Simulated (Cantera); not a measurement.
**Fluorocarbon and chlorocarbon gases: CH₃F + Si + H₂ + HCl**

A closed system holds: 1 mol CH₃F, 0.25 mol Si, 1.2 mol H₂, 0.23 mol HCl, at 13.3 mbar.

These are equilibrium values from Cantera (NASA tables, ideal gas, pure condensed phases), not measurements of a reactor. Candidate condensed phases: C, C₆H₆, C₇H₈, C₈H₁₈, Si, SiC; 143 gas species. The tables' values for SiF₃ are old estimates; treat these amounts as uncertain. Kinetics and transport are ignored.

```
T (K)   x H₂  x SiF₄   x HCl     x CH₄      x HF   x SiHF₃  n C(graphite)
-----  -----  ------  ------  --------  --------  --------  -------------
873    0.844  0.0789  0.0725   0.00426  0.000187   7.05e-5          0.987
923    0.846  0.0786  0.0723   0.00222  0.000276  0.000132          0.993
973    0.847  0.0784  0.0723   0.00123  0.000399  0.000228          0.996
1023   0.848  0.0782  0.0722  0.000719  0.000567  0.000365          0.998
1073   0.848  0.0780  0.0722  0.000440  0.000801  0.000543          0.999
1123   0.848  0.0776  0.0722  0.000281   0.00114  0.000751          0.999
1173   0.847  0.0771  0.0722  0.000186   0.00162  0.000968          0.999
```
x: gas mole fraction; n: condensed amount in mol.

From 873 K to 1173 K the condensed part is C(graphite). The main Si-bearing gas is SiF₄ throughout.
